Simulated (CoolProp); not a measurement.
Vapour-liquid equilibrium of n-butane (1) + cis-2-butene (2) at 1.29 MPa; x and y are mole fractions of (1).

The numbers come from the multi-fluid Helmholtz-energy mixture model, Bücker 2006 and Lemmon 2005; pair parameters Bell 2016 in CoolProp.

```tsv
x	bubble temperature (°C)	y at the bubble point	dew temperature at overall composition x (°C)	liquid density (mol/L)
0.05	94.9	0.055	95.0	9.185
0.15	94.3	0.162	94.4	9.084
0.25	93.7	0.264	…	8.984
0.35	93.3	0.365	93.3	8.886
0.45	92.9	…	92.9	8.789
0.55	92.5	0.561	92.6	8.695
0.65	92.3	0.659	92.3	8.602
0.75	92.0	0.756	92.0	8.511
0.85	91.8	0.853	91.8	…
0.95	91.7	0.951	91.7	…
```

### Question
Complete the blanks.

### Answer

- 0.25, dew temperature at overall composition x (°C): 93.8
- 0.45, y at the bubble point: 0.463
- 0.85, liquid density (mol/L): 8.422
- 0.95, liquid density (mol/L): 8.334

No azeotrope shows between x = 0.05 and 0.95.

The pair parameters rest on a limited set of measurements; away from them the model extrapolates.
